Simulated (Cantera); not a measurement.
Feed: 1 mol Si2Cl6, 81 mol H2, held at 1 atm.

Equilibrium computed with Cantera from the NASA thermochemical tables; the gas is ideal and each condensed phase is pure. Candidate condensed phases: Si; 19 gas species. The feed counts by its element totals alone. The tables' values for SiCl3 are old estimates; treat these amounts as uncertain. Kinetics and transport are ignored.

x: gas mole fraction; n: condensed amount in mol.

```csv
T (°C),x H2,x HCl,x SiHCl3,x SiCl4,n Si(s)
577,0.978,0.00147,0.0105,0.00950,0.272
652,0.976,0.00330,0.00999,0.00931,0.315
727,0.974,0.00649,0.00936,0.00886,0.388
802,0.970,0.0114,0.00848,?,0.497
877,0.965,0.0182,0.00727,?,0.637
952,0.959,0.0264,0.00573,?,0.795
1027,0.952,0.0349,0.00400,?,0.941
1102,0.947,0.0419,0.00241,?,1.05
```

Question: Some entries are withheld; supply them.

Answer: 
- 802, x SiCl4: 0.00802
- 877, x SiCl4: 0.00674
- 952, x SiCl4: 0.00505
- 1027, x SiCl4: 0.00321
- 1102, x SiCl4: 0.00167
